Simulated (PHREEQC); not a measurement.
1 kg of water holding 24 mmol/kgw K2SO4, 39 mmol/kgw NaCl, 3.7 mmol/kgw MgSO4 and 9.9 mmol/kgw Na2SO4 is evaporated at 75 °C; the solids stay in contact with the brine. The system is closed to CO2. Only these solids could form: Arcanite, Bischofite, Bloedite, Brucite, Carnallite, Epsomite, Glaserite, Halite, Hexahydrite, Kainite, Kieserite, Leonite, Mirabilite, Misenite, Schoenite, Sylvite, Thenardite, MgCl2_4H2O.

Model: Pitzer model, pitzer.dat, run in PHREEQC.

Question: Predict ionic strength at water left (kg) = 0.1711, 0.04335.

Answer: 
```json
[
 {"water left (kg)": "0.1711", "ionic strength": "0.909"},
 {"water left (kg)": "0.04335", "ionic strength": "3.59"}
]
```

Complexes and solids missing from the database can't appear. Away from 25 °C the constants follow the database's enthalpies or fits; those with neither stay at their 25 °C values.
